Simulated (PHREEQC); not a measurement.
# Leach liquor: an equilibrium model

Solution (25 °C): 0.1 mol H2SO4 and 0.0021 mol NiSO4 per kg of water. Closed to the air; pH follows from the charge balance.

Equilibrium calculation in PHREEQC: ion-association model, wateq4f.dat.

No solid was allowed to form.

**Question.** Estimate the pH, ionic strength.

**Answer.** pH 1.02; ionic strength 0.143 mol/kgw.

**Question.** In which forms is S present?

**Answer.** HSO4- 80 %, SO4-2 20 %, NiSO4 0.6 % of the S.
